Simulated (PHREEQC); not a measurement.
Acid rinse or clean: an equilibrium model

Dissolve 80 mmol/kgw H2SO4, 4 mmol/kgw AlCl3 and 36 mmol/kgw KCl at 25 °C. Closed to the air; pH follows from the charge balance.

Model: ion-association model, phreeqc.dat, run in PHREEQC.

Precipitation was switched off in this run.

**Question.** Predict the pH, density, specific conductance.

**Answer.** pH 1.08; density 1.004 g/cm³; specific conductance 37900 µS/cm.

**Question.** In which forms is S present?

**Answer.** HSO4- 72 %, SO4-2 22 %, AlSO4+ 3.4 %, KSO4- 1.6 %, Al(SO4)2- 1.2 % of the S.
